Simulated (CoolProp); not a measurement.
Properties of R1234ze(E) at several states.

Computed with CoolProp (reference Helmholtz-energy equation of state, Thol 2016).

| T (°C) | p (bar) | phase | cp (kJ/(kg K)) | cv (kJ/(kg K)) | isothermal compressibility (1/MPa) |
|---|---|---|---|---|---|
| 19.95 | 0.516 | gas | 0.8738 | 0.7963 | 19.63 |
| 25.65 | 5.9 | liquid | 1.387 | 0.9171 | 0.004599 |
| 88.25 | 1.92 | gas | 0.9844 | … | 5.333 |
| 26.15 | 1.61 | gas | … | 0.8127 | 6.462 |
| 129.15 | 4.93 | gas | … | 0.9660 | 2.117 |

Q: Complete the blanks.

A: 
- 88.25, cv (kJ/(kg K)): 0.9028
- 26.15, cp (kJ/(kg K)): 0.9003
- 129.15, cp (kJ/(kg K)): 1.056
